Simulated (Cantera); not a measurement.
# CHF₃ + H₂ (fluorocarbon and chlorocarbon gases)

A closed system holds: 1 mol CHF₃, 0.12 mol H₂, held at 13.3 mbar.

Method: chemical equilibrium by Gibbs-energy minimisation in Cantera with the NASA 1993 tables (ideal gas, pure condensed phases). Candidate condensed phases: C, C₆H₆, C₇H₈, C₈H₁₈; 95 gas species. Gases not in the tables: C₂F₆ and larger saturated fluorocarbons. Rates play no part.

```
T (K)  log p HF  log p CF₄  log p CF₂  log p F  log p CF₃  log p CF  log p H  n C(graphite)
-----  --------  ---------  ---------  -------  ---------  --------  -------  -------------
1175      -2.01      -2.46      -8.30    -9.37      -8.54      <-13   -12.32          0.560
1250      -2.01      -2.46      -7.55    -8.52      -7.93    -13.49   -11.62          0.560
1325      -2.01      -2.46      -6.89    -7.77      -7.39    -12.34   -10.99          0.560
1400      -2.01      -2.46      -6.29    -7.11      -6.91    -11.31   -10.42          0.560
1475      -2.01      -2.46      -5.76    -6.51      -6.48    -10.39    -9.92          0.560
1550      -2.01      -2.46      -5.28    -5.96      -6.09     -9.56    -9.46          0.560
1625      -2.01      -2.46      -4.85    -5.47      -5.74     -8.80    -9.04          0.559
1700      -2.01      -2.46      -4.46    -5.02      -5.42     -8.12    -8.66          0.558
1775      -2.01      -2.47      -4.10    -4.61      -5.13     -7.49    -8.31          0.556
1850      -2.01      -2.48      -3.77    -4.24      -4.87     -6.92    -7.98          0.551
1925      -2.02      -2.49      -3.48    -3.89      -4.64     -6.39    -7.69          0.542
2000      -2.02      -2.53      -3.22    -3.58      -4.43     -5.91    -7.41          0.528
2075      -2.04      -2.59      -2.99    -3.30      -4.27     -5.47    -7.15          0.505
2150      -2.06      -2.69      -2.80    -3.04      -4.15     -5.08    -6.91          0.476
```
log p: log10 of the partial pressure in bar; n: condensed amount in mol.

From 1175 K to 2150 K the condensed part is C(graphite). The main C-bearing gas is CF₄ throughout.
